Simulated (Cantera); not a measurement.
A perfectly stirred reactor is fed with CO : O₂ : H₂O : N₂ = 0.0052 : 0.0089 : 0.021 : 1 (molar parts), at 100.0 Torr; it is held at 1375 K, and followed from long to short residence time.

Cantera simulation using GRI-Mech 3.0 (53 species, 325 reactions); the numbers are that mechanism's predictions, not measurements.

Question: Predict: x(CO) at τ = 1.00 s; x(O₂) at τ = 1.00 s; x(H₂O) at τ = 1.00 s; x(OH) at τ = 1.00 s; x(CO) at τ = 51.0 ms; x(O₂) at τ = 51.0 ms; x(H₂O) at τ = 51.0 ms; x(OH) at τ = 51.0 ms.

Answer: 
* **x(CO) at τ = 1.00 s**: 0.000134
* **x(O₂) at τ = 1.00 s**: 0.00616
* **x(H₂O) at τ = 1.00 s**: 0.0201
* **x(OH) at τ = 1.00 s**: 0.000171
* **x(CO) at τ = 51.0 ms**: 0.000822
* **x(O₂) at τ = 51.0 ms**: 0.00662
* **x(H₂O) at τ = 51.0 ms**: 0.0194
* **x(OH) at τ = 51.0 ms**: 0.000357
